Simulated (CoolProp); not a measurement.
A single-stage vapour-compression cycle with hexamethyldisiloxane (MM): evaporating at 319.15 K (dew point), condensing at 371.15 K (bubble point), superheat 5 K, subcooling 5 K, compressor efficiency 0.65, no pressure losses. Each further row changes one setting.

Model: reference Helmholtz-energy equation of state, Thol 2016, in CoolProp.

```
case                              cooling COP  pressure ratio  discharge temperature (K)  refrigerating effect (kJ/kg)  volumetric capacity (kJ/m³)
--------------------------------  -----------  --------------  -------------------------  ----------------------------  ---------------------------
as stated                                   …            6.35                      371.1                           132                          120
evaporating temperature 324.15 K         3.48               …                      371.1                           140                          154
condensing temperature 366.15 K             …            5.46                      366.2                           142                          129
subcooling 10 K                          3.19            6.35                      371.1                           142                          129
superheat 15 K                              …            6.35                      371.1                             …                          130
compressor efficiency 0.55               2.50            6.35                      371.1                           132                          120
```

Fill in the missing entries.


- as stated, cooling COP: 2.96
- evaporating temperature 324.15 K, pressure ratio: 5.15
- condensing temperature 366.15 K, cooling COP: 3.44
- superheat 15 K, cooling COP: 3.10
- superheat 15 K, refrigerating effect (kJ/kg): 148

The compression ends wet for: as stated; evaporating temperature 324.15 K; condensing temperature 366.15 K; subcooling 10 K; superheat 15 K; compressor efficiency 0.55.
